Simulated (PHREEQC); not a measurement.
Make-up at 50 °C: 0.0065 mol/kgw HF, 0.053 mol/kgw (NH4)2SiF6, 5.4e-05 mol/kgw H3BO3 and 0.013 mol/kgw HCl. Closed to the air; pH follows from the charge balance.

The numbers come from PHREEQC with the ion-association model, wateq4f.dat.

Precipitation was switched off in this run.

Q: Estimate the pH, ionic strength.

A: pH 2.02; ionic strength 0.170 mol/kgw.

Q: In which forms is Si present?

A: SiF6-2 98 %, H4SiO4 1.6 % of the Si.

The solution is supersaturated, for example in Quartz (slow to form), Chalcedony (slow to form), so a real one may precipitate; this is no full list. At this temperature some constants are extrapolated from 25 °C, and those without enthalpy data are left unchanged. SiF6-2 is the database's only silicon fluoride. Real BF4- forms and hydrolyses slowly; the run takes it at equilibrium.
